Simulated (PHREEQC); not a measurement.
NaOH is added in steps, without added water, to 1 kg of water holding 0.011 mol/kgw AgNO3, 0.0031 mol/kgw NaF and 0.001 mol/kgw CdSO4, at 28 °C. O2 is buffered at 0.21 atm. CO2 from the air is kept out. The run lets Cd(OH)2, Ag2O, Ag2SO4, Mirabilite, CdF2 precipitate or redissolve, and no other solid.

Base run: PHREEQC, ion-association model, wateq4f.dat. Each further column changes one thing. The table gives pH.

```json
[
 {"NaOH added (mol)": "0", "base": "6.90", "CdSO4 from 0.001 to 0.005 mol/kgw": "6.65", "AgNO3 from 0.011 to 0.0011 mol/kgw": "6.91", "0.0015 mol/kgw NaHSO4 added": "3.43", "no solid may form": "6.90"},
 {"NaOH added (mol)": "0.001625", "base": "8.34", "CdSO4 from 0.001 to 0.005 mol/kgw": "…", "AgNO3 from 0.011 to 0.0011 mol/kgw": "…", "0.0015 mol/kgw NaHSO4 added": "8.29", "no solid may form": "10.36"},
 {"NaOH added (mol)": "0.00325", "base": "8.43", "CdSO4 from 0.001 to 0.005 mol/kgw": "8.27", "AgNO3 from 0.011 to 0.0011 mol/kgw": "10.27", "0.0015 mol/kgw NaHSO4 added": "8.36", "no solid may form": "10.82"},
 {"NaOH added (mol)": "0.0065", "base": "8.59", "CdSO4 from 0.001 to 0.005 mol/kgw": "8.35", "AgNO3 from 0.011 to 0.0011 mol/kgw": "11.39", "0.0015 mol/kgw NaHSO4 added": "8.53", "no solid may form": "…"},
 {"NaOH added (mol)": "0.008125", "base": "8.70", "CdSO4 from 0.001 to 0.005 mol/kgw": "8.39", "AgNO3 from 0.011 to 0.0011 mol/kgw": "11.55", "0.0015 mol/kgw NaHSO4 added": "8.61", "no solid may form": "…"},
 {"NaOH added (mol)": "0.00975", "base": "8.85", "CdSO4 from 0.001 to 0.005 mol/kgw": "8.44", "AgNO3 from 0.011 to 0.0011 mol/kgw": "11.67", "0.0015 mol/kgw NaHSO4 added": "8.72", "no solid may form": "11.47"},
 {"NaOH added (mol)": "0.01137", "base": "9.13", "CdSO4 from 0.001 to 0.005 mol/kgw": "8.49", "AgNO3 from 0.011 to 0.0011 mol/kgw": "11.77", "0.0015 mol/kgw NaHSO4 added": "…", "no solid may form": "11.55"},
 {"NaOH added (mol)": "0.01463", "base": "11.06", "CdSO4 from 0.001 to 0.005 mol/kgw": "8.64", "AgNO3 from 0.011 to 0.0011 mol/kgw": "11.90", "0.0015 mol/kgw NaHSO4 added": "10.24", "no solid may form": "11.68"},
 {"NaOH added (mol)": "0.01625", "base": "11.35", "CdSO4 from 0.001 to 0.005 mol/kgw": "…", "AgNO3 from 0.011 to 0.0011 mol/kgw": "11.96", "0.0015 mol/kgw NaHSO4 added": "11.08", "no solid may form": "11.73"},
 {"NaOH added (mol)": "0.01787", "base": "11.53", "CdSO4 from 0.001 to 0.005 mol/kgw": "8.91", "AgNO3 from 0.011 to 0.0011 mol/kgw": "12.01", "0.0015 mol/kgw NaHSO4 added": "11.36", "no solid may form": "11.77"},
 {"NaOH added (mol)": "0.0195", "base": "11.65", "CdSO4 from 0.001 to 0.005 mol/kgw": "9.19", "AgNO3 from 0.011 to 0.0011 mol/kgw": "12.05", "0.0015 mol/kgw NaHSO4 added": "11.53", "no solid may form": "11.82"},
 {"NaOH added (mol)": "0.02275", "base": "11.82", "CdSO4 from 0.001 to 0.005 mol/kgw": "11.08", "AgNO3 from 0.011 to 0.0011 mol/kgw": "12.13", "0.0015 mol/kgw NaHSO4 added": "11.75", "no solid may form": "11.89"},
 {"NaOH added (mol)": "0.02438", "base": "11.89", "CdSO4 from 0.001 to 0.005 mol/kgw": "11.36", "AgNO3 from 0.011 to 0.0011 mol/kgw": "…", "0.0015 mol/kgw NaHSO4 added": "11.82", "no solid may form": "11.93"},
 {"NaOH added (mol)": "0.026", "base": "11.94", "CdSO4 from 0.001 to 0.005 mol/kgw": "11.53", "AgNO3 from 0.011 to 0.0011 mol/kgw": "12.19", "0.0015 mol/kgw NaHSO4 added": "11.89", "no solid may form": "11.96"}
]
```

### Question
Some entries are withheld; supply them.

### Answer

- 0.001625, CdSO4 from 0.001 to 0.005 mol/kgw: 8.22
- 0.001625, AgNO3 from 0.011 to 0.0011 mol/kgw: 8.80
- 0.0065, no solid may form: 11.26
- 0.008125, no solid may form: 11.38
- 0.01137, 0.0015 mol/kgw NaHSO4 added: 8.88
- 0.01625, CdSO4 from 0.001 to 0.005 mol/kgw: 8.75
- 0.02438, AgNO3 from 0.011 to 0.0011 mol/kgw: 12.16

 In at least one series the solution becomes supersaturated in solids that the run did not let form, among them Cd(OH)2, Ag2O.
